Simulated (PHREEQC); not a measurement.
Nickel, zinc or cadmium bath (model solution)

Solution (22 °C): 0.3 mol CdSO4, 0.0093 mol H3BO3 and 0.00042 mol FeSO4 per kg of water. Closed to the air; pH follows from the charge balance.

The numbers come from PHREEQC with the ion-association model, wateq4f.dat.

This is a speciation only: nothing precipitates in the calculation.

Q: Predict the pH.

A: pH 5.59.

Q: In which forms is Fe present?

A: Fe+2 68 %, FeSO4 32 % of the Fe.

Complexes and solids missing from the database can't appear.
